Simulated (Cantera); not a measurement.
An isothermal, constant-pressure homogeneous reactor starts with N₂O : N₂ = 1 : 0.38 (molar parts), at 1425 K and 1.00 bar. Integrator tolerance rtol = 1e-08.

Detailed kinetics in Cantera: GRI-Mech 3.0 (53 species, 325 reactions). GRI-Mech 3.0 was tuned for natural gas; its chemistry of N2O as a main component is partial and can be far from experiment. The temperature is held fixed by assumption; the heat of reaction is taken as removed at once.

Task: What does this change do: pressure from 1.00 bar to 0.0120 bar?

Result: 
```csv
quantity,before,after
x(N₂O) at 6.00 s,2.39e-6 (gas-phase equilibrium 5.50e-8),0.115 (gas-phase equilibrium 6.03e-9)
x(NO) at 6.00 s,0.0869 (gas-phase equilibrium 0.000907),0.0936 (gas-phase equilibrium 0.000907)
x(O₂) at 6.00 s,0.222 (gas-phase equilibrium 0.265),0.177 (gas-phase equilibrium 0.265)
x(NO₂) at 6.00 s,0.000607 (gas-phase equilibrium 6.93e-6),1.83e-5 (gas-phase equilibrium 7.59e-7)
x(N₂) at 6.00 s,0.690 (gas-phase equilibrium 0.734),0.614 (gas-phase equilibrium 0.734)
x(O) at 6.00 s,6.59e-7 (gas-phase equilibrium 7.20e-7),3.31e-5 (gas-phase equilibrium 6.57e-6)
```
Radical loss at walls, strong at low pressure, is not modelled.

Task: What does this change do: temperature 1425 to 1250 K?

Result: 
```json
[
 {"quantity": "x(N₂O) at 6.00 s", "before": "2.39e-6 (gas-phase equilibrium 5.50e-8)", "after": "0.00258 (gas-phase equilibrium 2.02e-8)"},
 {"quantity": "x(NO) at 6.00 s", "before": "0.0869 (gas-phase equilibrium 0.000907)", "after": "0.0485 (gas-phase equilibrium 0.000308)"},
 {"quantity": "x(O₂) at 6.00 s", "before": "0.222 (gas-phase equilibrium 0.265)", "after": "0.240 (gas-phase equilibrium 0.266)"},
 {"quantity": "x(NO₂) at 6.00 s", "before": "0.000607 (gas-phase equilibrium 6.93e-6)", "after": "0.000603 (gas-phase equilibrium 4.63e-6)"},
 {"quantity": "x(N₂) at 6.00 s", "before": "0.690 (gas-phase equilibrium 0.734)", "after": "0.708 (gas-phase equilibrium 0.734)"},
 {"quantity": "x(O) at 6.00 s", "before": "6.59e-7 (gas-phase equilibrium 7.20e-7)", "after": "7.53e-8 (gas-phase equilibrium 3.59e-8)"}
]
```
The mechanism lacks the step 2 NO + O2 → 2 NO2, which can matter for NO2 below about 1400 K.
